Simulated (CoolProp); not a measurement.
The fluid at 549.58 K and 2.36 MPa flows at 0.11 m/s in a round tube of 2 mm bore and 1.5 µm roughness, fully developed (64/Re and Nu = 3.66 if laminar; Colebrook and Gnielinski if turbulent). The same conditions are run with several fluids, on thermodynamics alone (safety and materials aside).

Computed with CoolProp (reference Helmholtz-energy equation of state of each fluid (p-xylene: Zhou 2012; o-xylene: Zhou 2012; n-nonane: Lemmon 2006; m-xylene: Zhou 2012; n-decane: Lemmon 2006)).

| fluid | Reynolds number | Darcy friction factor | pressure drop (Pa/m) | heat-transfer coefficient (W/(m² K)) | mass flow (kg/h) |
|---|---|---|---|---|---|
| p-xylene | 1460 | 0.0439 | 77.9 | 148 | 0.730 |
| o-xylene | 1230 | … | … | … | 0.769 |
| n-nonane | 1260 | 0.0507 | … | 142 | 0.586 |
| m-xylene | 1460 | 0.0438 | … | 142 | 0.733 |
| n-decane | … | 0.0607 | 92.1 | 146 | 0.625 |

Problem. Complete the blanks.

Solution. 
- o-xylene, Darcy friction factor: 0.0521
- o-xylene, pressure drop (Pa/m): 97.3
- o-xylene, heat-transfer coefficient (W/(m² K)): 143
- n-nonane, pressure drop (Pa/m): 72.2
- m-xylene, pressure drop (Pa/m): 78.1
- n-decane, Reynolds number: 1050

Transport values come from each fluid's own correlations.
